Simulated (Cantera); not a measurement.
Input (Python, Cantera) and output of one run.

```python
import numpy as np
import cantera as ct

gas_names = """
    H HO2 H2 H2O H2O2 O OH O2 O3 Pb PbO Pb2
""".split()
cond_names = """
    H2O(s) H2O(L) Pb(cr) Pb(L) PbO(rd) PbO(yw) PbO(L) PbO2(s) Pb3O4(s)
""".split()


# ... load() reads the species with a 1 bar reference pressure and builds the phases ...
atoms = {
    'PbO': {'Pb': 1, 'O': 1},
    'H2': {'H': 2},
}
top_T = {'Pb3O4(s)': 820}  # K; cautious upper limits of use, not melting points


# ... equilibrate(T, P, feed) seeds the gas with the atoms and calls Mixture.equilibrate('TP', solver="vcs", rtol=1e-11, max_steps=5000) ...
results = []
feed = {'PbO': 1, 'H2': 0.23}  # mol
P = 1333.22  # Pa
for T in [823, 873, 923, 973, 1023, 1073, 1123, 1173, 1223]:
    mix = equilibrate(T, P, feed)
    results.append((T, P, feed, dict(zip(mix.species_names, mix.species_moles))))

top = {s: max(r[3][s] / sum(r[3][g] for g in gas_names) for r in results) for s in gas_names}
cols = sorted((s for s in top if top[s] > 0.001), key=lambda s: -top[s])[:8]
seen = [c for c in cond_names if any(r[3].get(c, 0) > 1e-12 for r in results)]
print("log10 of partial pressures in bar; condensed amounts in mol")
print(f"{'T/K':>10s}" + "".join(f"{s[:9]:>10s}" for s in cols + seen))
for T, P, feed, n in results:
    ng = sum(n[g] for g in gas_names)
    print(f"{T:10.4g}" + "".join(f"{np.log10(max(n[s] / ng * P / 1e5, 1e-99)):10.3f}" for s in cols)
          + "".join(f"{n.get(c, 0):10.4g}" for c in seen))
```

It prints:

```
log10 of partial pressures in bar; condensed amounts in mol
       T/K       H2O        Pb       PbO     Pb(L)   PbO(yw)    PbO(L)
       823    -1.875    -6.872    -9.644      0.23      0.77         0
       873    -1.875    -6.197    -8.627      0.23      0.77         0
       923    -1.875    -5.596    -7.725    0.2299      0.77         0
       973    -1.875    -5.058    -6.917    0.2298      0.77         0
      1023    -1.876    -4.574    -6.192    0.2295      0.77         0
      1073    -1.878    -4.136    -5.536    0.2287      0.77         0
      1123    -1.882    -3.738    -4.941    0.2267    0.7699         0
      1173    -1.890    -3.375    -4.413    0.2224         0    0.7694
      1223    -1.910    -3.042    -3.965     0.213         0    0.7681
```

Method: chemical equilibrium by Gibbs-energy minimisation in Cantera with the NASA 1993 tables (ideal gas, pure condensed phases). Each liquid is taken as pure. Mutual solubility and eutectic melting of coexisting phases are not modelled. Gases not in the tables: (PbO)n polymers.
